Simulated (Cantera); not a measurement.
An isothermal, constant-pressure homogeneous reactor starts with CH₄ : H₂ = 0.017 : 1 (molar parts), at 1650 K and 82.5 Torr. Integrator tolerance rtol = 1e-08.

Cantera simulation using GRI-Mech 3.0 (53 species, 325 reactions); the numbers are that mechanism's predictions, not measurements. GRI-Mech 3.0 stops at C3 and has no aromatics, soot or wall deposition, so with more carbon than oxygen in the feed, carbon stays in small species such as C2H2 where larger ones or solid carbon would form.

### Question
What does this change do: H2 1 to 1.5 parts?

### Answer
| quantity | before | after |
|---|---|---|
| x(CH₄) at 30.0 s | 0.00186 (gas-phase equilibrium 0.00180) | 0.00156 (gas-phase equilibrium 0.00147) |
| x(H₂) at 30.0 s | 0.991 (gas-phase equilibrium 0.991) | 0.993 (gas-phase equilibrium 0.993) |
| x(C₂H₆) at 30.0 s | 1.97e-8 (gas-phase equilibrium 1.91e-8) | 1.34e-8 (gas-phase equilibrium 1.26e-8) |
| x(C₂H₄) at 30.0 s | 5.69e-5 (gas-phase equilibrium 5.72e-5) | 3.73e-5 (gas-phase equilibrium 3.76e-5) |
| x(CH₂) at 30.0 s | 2.85e-9 (gas-phase equilibrium 2.76e-9) | 2.38e-9 (gas-phase equilibrium 2.24e-9) |
| x(C₂H₂) at 30.0 s | 0.00724 (gas-phase equilibrium 0.00727) | 0.00473 (gas-phase equilibrium 0.00477) |

### Question
What does this change do: CH4 0.017 to 0.14 parts?

### Answer
| quantity | before | after |
|---|---|---|
| x(CH₄) at 30.0 s | 0.00186 (gas-phase equilibrium 0.00180) | 0.00449 (gas-phase equilibrium 0.00449) |
| x(H₂) at 30.0 s | 0.991 (gas-phase equilibrium 0.991) | 0.943 (gas-phase equilibrium 0.943) |
| x(C₂H₆) at 30.0 s | 1.97e-8 (gas-phase equilibrium 1.91e-8) | 1.24e-7 (gas-phase equilibrium 1.24e-7) |
| x(C₂H₄) at 30.0 s | 5.69e-5 (gas-phase equilibrium 5.72e-5) | 0.000391 (gas-phase equilibrium 0.000391) |
| x(CH₂) at 30.0 s | 2.85e-9 (gas-phase equilibrium 2.76e-9) | 7.23e-9 (gas-phase equilibrium 7.23e-9) |
| x(C₂H₂) at 30.0 s | 0.00724 (gas-phase equilibrium 0.00727) | 0.0523 (gas-phase equilibrium 0.0523) |
